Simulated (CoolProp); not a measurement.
A Linde-Hampson liquefier for CF4 (R14): isothermal reversible compression at 280 K from 1 atm to 5 MPa, throttling to 1 atm, return gas leaving the recuperator 10 K below the feed. Each further row changes one setting.

Values from CoolProp's reference Helmholtz-energy equation of state, Platzer 1990. This equation is an older, rougher fit; its heat capacities, sound speeds and derivatives of the liquid may be far off and weren't checked against measurements.

| case | liquid yield per pass | compression work (kJ/kg of gas) |
|---|---|---|
| as stated | 0.086 | 97.0 |
| high pressure 10 MPa | 0.223 | 109 |
| warm-end temperature 310 K | 0.051 | 110 |
| warm-end gap 15 K | 0.071 | 97.0 |
